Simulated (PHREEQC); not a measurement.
Dissolve 0.19 mol/kgw NH4Br at 20 °C. It is in equilibrium with CO2 at log p = -3.5 (atm). Otherwise closed; pH follows from the charge balance.

All values are PHREEQC results (ion-association model, phreeqc.dat), not measurements.

Each row changes one thing in this solution. Precipitation was switched off in this run.

```
case                                            pH  ionic strength (mol/kgw)  CO2 (mol/kgw)  HCO3- (mol/kgw)
--------------------------------------------  ----  ------------------------  -------------  ---------------
as made                                       5.17                     0.190        1.19e-5          1.01e-6
NH4Br from 0.19 to 0.095 mol/kgw              5.27                    0.0950        1.21e-5          1.21e-6
0.0029 mol/kgw NaHF2 added                    3.21                     0.194        1.19e-5          1.10e-8
NH4Br from 0.19 to 1.9 mol/kgw                4.88                      1.90        8.00e-6          5.83e-7
temperature from 20 to 55 °C                  4.71                     0.190        5.40e-6          2.02e-7
NH4Br replaced by CdBr2 at the same molality  5.58                     0.173        1.19e-5          2.59e-6
```

The ionic strength passes 0.7 mol/kgw, the rough limit of the ion-association models, in NH4Br from 0.19 to 1.9 mol/kgw. Species that the database lacks are ignored. Away from 25 °C the constants follow the database's enthalpies or fits; those with neither stay at their 25 °C values.
